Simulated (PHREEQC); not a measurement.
# Copper plating or etch bath: speciation

A solution holds 0.47 mmol/kgw Cu(BF4)2 and 0.0021 mmol/kgw Na2SO4, at 20 °C. Closed to the air; pH follows from the charge balance.

Model: ion-association model, phreeqc.dat, run in PHREEQC.

Precipitation was switched off in this run.

**Question.** What pH, ionic strength does the model give?

**Answer.** pH 3.13; ionic strength 0.00217 mol/kgw.

**Question.** In which forms is B present?

**Answer.** H3BO3 71 %, BF4- 20 %, BF3OH- 4.9 %, BF2(OH)2- 4.1 % of the B.

Real BF4- forms and hydrolyses slowly; the run takes it at equilibrium.
